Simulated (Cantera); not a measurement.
Feed: 1 mol (CH3)2SiCl2, 1.6 mol CH4, 430 mol H2, equilibrated at 2450 K and 13000 Pa.

Method: chemical equilibrium by Gibbs-energy minimisation in Cantera with the NASA 1993 tables (ideal gas, pure condensed phases). Candidate condensed phases: C, C6H6, C7H8, C8H18, Si, SiC; 109 gas species. The feed counts by its element totals alone. The tables' values for SiCl are old estimates; treat these amounts as uncertain. Gases not in the tables: Si2H6 and higher silanes. Equilibrium is a limit: real reactors are often held back by kinetics, nucleation or transport.

Base state: H2 0.936, H 0.0539, HCl 0.00425, C2H2 (acetylene) 0.00375, Si 0.00171, SiC2 0.000176, Cl 0.000174, SiH 0.000170 (mole fractions); condensed: gas only.

Task: What changes in the equilibrium state with this change: (CH3)2SiCl2 replaced by SiCl4?

Result: 
```tsv
species	before	after
H2	0.936	0.933
H	0.0539	0.0538
HCl	0.00425	0.00853
C2H2 (acetylene)	0.00375	0.00167
Si	0.00171	0.00180
C2H	1.39e-5	6.19e-6
SiC2	0.000176	8.23e-5
SiCl	1.36e-5	2.88e-5
Cl	0.000174	0.000349
```
